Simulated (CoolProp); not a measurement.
Vapour-liquid equilibrium of R125 (1) + R236FA (2) at -16.55 °C; x and y are mole fractions of (1).

Values from CoolProp's multi-fluid Helmholtz-energy mixture model, Lemmon 2005 and Pan 2012; pair parameters Bell 2016.

```json
[
 {"x": "0.05", "bubble pressure, mixture model (MPa)": "0.06781", "bubble pressure, Raoult's law (MPa)": "0.06831", "y, mixture model": "0.268", "y, Raoult's law": "0.280"},
 {"x": "0.125", "bubble pressure, mixture model (MPa)": "0.09185", "bubble pressure, Raoult's law (MPa)": "0.09316", "y, mixture model": "0.495", "y, Raoult's law": "0.514"},
 {"x": "0.2", "bubble pressure, mixture model (MPa)": "0.1159", "bubble pressure, Raoult's law (MPa)": "0.1180", "y, mixture model": "0.629", "y, Raoult's law": "0.649"},
 {"x": "0.275", "bubble pressure, mixture model (MPa)": "0.1399", "bubble pressure, Raoult's law (MPa)": "0.1428", "y, mixture model": "0.718", "y, Raoult's law": "0.737"},
 {"x": "0.35", "bubble pressure, mixture model (MPa)": "0.1641", "bubble pressure, Raoult's law (MPa)": "0.1677", "y, mixture model": "0.781", "y, Raoult's law": "0.799"},
 {"x": "0.425", "bubble pressure, mixture model (MPa)": "0.1883", "bubble pressure, Raoult's law (MPa)": "0.1925", "y, mixture model": "0.828", "y, Raoult's law": "0.845"},
 {"x": "0.5", "bubble pressure, mixture model (MPa)": "0.2127", "bubble pressure, Raoult's law (MPa)": "0.2174", "y, mixture model": "0.866", "y, Raoult's law": "0.881"},
 {"x": "0.575", "bubble pressure, mixture model (MPa)": "0.2374", "bubble pressure, Raoult's law (MPa)": "0.2422", "y, mixture model": "0.896", "y, Raoult's law": "0.909"},
 {"x": "0.65", "bubble pressure, mixture model (MPa)": "0.2622", "bubble pressure, Raoult's law (MPa)": "0.2671", "y, mixture model": "0.921", "y, Raoult's law": "0.932"},
 {"x": "0.725", "bubble pressure, mixture model (MPa)": "0.2873", "bubble pressure, Raoult's law (MPa)": "0.2919", "y, mixture model": "0.942", "y, Raoult's law": "0.951"},
 {"x": "0.8", "bubble pressure, mixture model (MPa)": "0.3128", "bubble pressure, Raoult's law (MPa)": "0.3168", "y, mixture model": "0.961", "y, Raoult's law": "0.967"},
 {"x": "0.875", "bubble pressure, mixture model (MPa)": "0.3387", "bubble pressure, Raoult's law (MPa)": "0.3416", "y, mixture model": "0.977", "y, Raoult's law": "0.981"},
 {"x": "0.95", "bubble pressure, mixture model (MPa)": "0.3651", "bubble pressure, Raoult's law (MPa)": "0.3665", "y, mixture model": "0.991", "y, Raoult's law": "0.993"}
]
```

The largest gap from Raoult's law is -2.2 % in bubble pressure, at x = 0.425. No azeotrope shows between x = 0.05 and 0.95.

The pair parameters rest on a limited set of measurements; away from them the model extrapolates.
